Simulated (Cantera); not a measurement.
Feed: 1 mol Cr₂O₃, 2300 mol H₂, at 1077 °C and 0.653 Torr.

These are equilibrium values from Cantera (NASA tables, ideal gas, pure condensed phases), not measurements of a reactor. Candidate condensed phases: Cr, Cr₂O₃, H₂O; 13 gas species. Mutual solubility and eutectic melting of coexisting phases are not modelled. Rates play no part.

Base state: H₂ 0.999, H₂O 0.000411, H 8.08e-5, Cr 2.07e-5 (mole fractions); condensed: Cr(s) + Cr₂O₃(s).

What changes in the equilibrium state with this change: Cr₂O₃ replaced by Nb₂O₅?


| species | before | after |
|---|---|---|
| H₂ | 0.999 | 0.999 |
| H₂O | 0.000411 | 0.000562 |
| H | 8.08e-5 | 8.08e-5 |
| Cr | 2.07e-5 | 0 |
| Cr(s), mol | 0.583 | 0 |
| Cr₂O₃(s), mol | 0.685 | 0 |
| NbO(s), mol | 0 | 0.293 |
| NbO₂(s), mol | 0 | 1.71 |
NbO: taken at fixed stoichiometry. Condensed phases not in the tables: the oxides between NbO₂ and Nb₂O₅. Further candidate phases: Nb, NbO, NbO₂, Nb₂O₅.
